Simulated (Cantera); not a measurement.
Ignition delay

Mixture: CH₄ : O₂ : N₂ = 1 : 1.82 : 5.82 (molar parts), equivalence ratio 1.1, at 1.01 bar, adiabatic and at constant volume. Ignition delay is the time to a rise of 400 K.

Model: GRI-Mech 3.0 (53 species, 325 reactions), integrated in Cantera.

```csv
T0 (K),delay (ms)
1348,5.47
1423,2.27
1498,1.02
1573,0.502
1648,0.269
```

| Property | Value |
|---|---|
| apparent activation energy between 1498 and 1648 K | 180 kJ/mol |
